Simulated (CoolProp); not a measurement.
Model: reference Helmholtz-energy equation of state, Lemmon 2006, in CoolProp. It is a short technical equation, of lower accuracy than the large ones.

Problem. For n-decane, give the phase and the speed of sound (m/s), expansivity (1/kK) at 175.45 °C and 1.53 MPa; 199.75 °C and 1.53 MPa.

Solution. 
- 175.45 °C and 1.53 MPa: liquid; speed of sound 719, expansivity 1.48
- 199.75 °C and 1.53 MPa: liquid; speed of sound 640, expansivity 1.65
